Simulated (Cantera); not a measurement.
What does this Cantera script print?

```python
import numpy as np
import cantera as ct

gas_names = """
    B BF BF2 BF3 BO BOF BOF2 BO2 B2 B2O B2O2 B2O3 B3O3F3 F FO FO2 F2 F2O O O2 O3
""".split()
cond_names = """
    B(b) B(L) B2O3(L)
""".split()


# ... load() reads the species with a 1 bar reference pressure and builds the phases ...
atoms = {
    'BF3': {'B': 1, 'F': 3},
    'O2': {'O': 2},
}
top_T = {}  # K; cautious upper limits of use, not melting points


# ... equilibrate(T, P, feed) seeds the gas with the atoms and calls Mixture.equilibrate('TP', solver="vcs", rtol=1e-11, max_steps=5000) ...
results = []
feed = {'BF3': 1, 'O2': 1.2}  # mol
P = 133.322  # Pa
for T in [1748, 1798, 1848, 1898, 1948, 1998, 2048, 2098]:
    mix = equilibrate(T, P, feed)
    results.append((T, P, feed, dict(zip(mix.species_names, mix.species_moles))))
    x = sorted(zip(gas.X, gas.species_names), reverse=True)
    print(f"T = {T:g} K  P = {P:g} Pa  gas = {mix.phase_moles(0):.4g} mol")
    print("   x: " + "  ".join(f"{s} {v:.3e}" for v, s in x if v > 0.001))
    print("   condensed (mol): " + ("  ".join(f"{mix.phase(i).name} {mix.phase_moles(i):.4g}"
          for i in range(1, mix.n_phases) if mix.phase_moles(i) > 1e-12) or "none"))
```

Result:

```
T = 1748 K  P = 133.322 Pa  gas = 2.215 mol
   x: O2 5.389e-01  BF3 4.473e-01  F 8.203e-03  BOF 4.075e-03  O 1.474e-03
   condensed (mol): none
T = 1798 K  P = 133.322 Pa  gas = 2.224 mol
   x: O2 5.352e-01  BF3 4.432e-01  F 1.279e-02  BOF 6.360e-03  O 2.392e-03
   condensed (mol): none
T = 1848 K  P = 133.322 Pa  gas = 2.237 mol
   x: O2 5.297e-01  BF3 4.373e-01  F 1.943e-02  BOF 9.669e-03  O 3.775e-03
   condensed (mol): none
T = 1898 K  P = 133.322 Pa  gas = 2.255 mol
   x: O2 5.220e-01  BF3 4.290e-01  F 2.879e-02  BOF 1.433e-02  O 5.803e-03
   condensed (mol): none
T = 1948 K  P = 133.322 Pa  gas = 2.281 mol
   x: O2 5.113e-01  BF3 4.175e-01  F 4.165e-02  BOF 2.074e-02  O 8.698e-03
   condensed (mol): none
T = 1998 K  P = 133.322 Pa  gas = 2.317 mol
   x: O2 4.968e-01  BF3 4.021e-01  F 5.882e-02  BOF 2.930e-02  O 1.272e-02
   condensed (mol): none
T = 2048 K  P = 133.322 Pa  gas = 2.365 mol
   x: O2 4.779e-01  BF3 3.821e-01  F 8.112e-02  BOF 4.042e-02  O 1.816e-02
   condensed (mol): none
T = 2098 K  P = 133.322 Pa  gas = 2.43 mol
   x: O2 4.539e-01  BF3 3.568e-01  F 1.092e-01  BOF 5.442e-02  O 2.530e-02
   condensed (mol): none
```

Equilibrium computed with Cantera from the NASA thermochemical tables; the gas is ideal and each condensed phase is pure. The tables' values for BF2 are old estimates; treat these amounts as uncertain.
